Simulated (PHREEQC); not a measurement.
Model water analysis in mg/kgw, 20 °C, pH 6.5:

| constituent | mg/kgw |
|---|---|
| Na | 11200 |
| K | 1920 |
| Ca | 520 |
| Mg | 69.6 |
| Cl | 17900 |
| S(6) as SO4 | 2570 |
| Alkalinity as HCO3 | 1.86 |

Valence states are taken as typed.

Computed with PHREEQC (Pitzer model, pitzer.dat).

Task: The ionic strength comes out as 0.606 mol/kgw. What activity coefficients do Na+, Ca+2, Cl-, K+, HCO3- get?

Result: Na+ 0.70, Ca+2 0.22, Cl- 0.64, K+ 0.65, HCO3- 0.66. Single-ion values are on the MacInnes scale.

This is a speciation only: nothing precipitates in the calculation.
